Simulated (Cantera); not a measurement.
Input: 1 mol CuO, 1300 mol H2, 0.58 mol N2, equilibrated at 210000 Pa.

These are equilibrium values from Cantera (NASA tables, ideal gas, pure condensed phases), not measurements of a reactor. Candidate condensed phases: Cu, CuO, Cu(OH)2, Cu2O, H2O; 27 gas species. Kinetics and transport are ignored.

### Question
Which condensed phases are stable at each of these points (T (K)): 873, 973, 1073, 1173, 1273, 1373, 1473, 1573, 1673, 1773, 1873, 1973, 2073?

### Answer
```json
[
 {"T (K)": "873", "condensed phases": "Cu(s)", "Cu condensed (%)": "100.0"},
 {"T (K)": "973", "condensed phases": "Cu(s)", "Cu condensed (%)": "100.0"},
 {"T (K)": "1073", "condensed phases": "Cu(s)", "Cu condensed (%)": "100.0"},
 {"T (K)": "1173", "condensed phases": "Cu(s)", "Cu condensed (%)": "100.0"},
 {"T (K)": "1273", "condensed phases": "Cu(s)", "Cu condensed (%)": "100.0"},
 {"T (K)": "1373", "condensed phases": "Cu(l)", "Cu condensed (%)": "100.0"},
 {"T (K)": "1473", "condensed phases": "Cu(l)", "Cu condensed (%)": "99.7"},
 {"T (K)": "1573", "condensed phases": "Cu(l)", "Cu condensed (%)": "98.4"},
 {"T (K)": "1673", "condensed phases": "Cu(l)", "Cu condensed (%)": "93.1"},
 {"T (K)": "1773", "condensed phases": "Cu(l)", "Cu condensed (%)": "75.5"},
 {"T (K)": "1873", "condensed phases": "Cu(l)", "Cu condensed (%)": "24.2"},
 {"T (K)": "1973", "condensed phases": "gas only", "Cu condensed (%)": "0.0"},
 {"T (K)": "2073", "condensed phases": "gas only", "Cu condensed (%)": "0.0"}
]
```

From 873 K to 1273 K the condensed part is Cu(s). From 1373 K to 1873 K the condensed part is Cu(l). From 1973 K to 2073 K nothing is condensed.
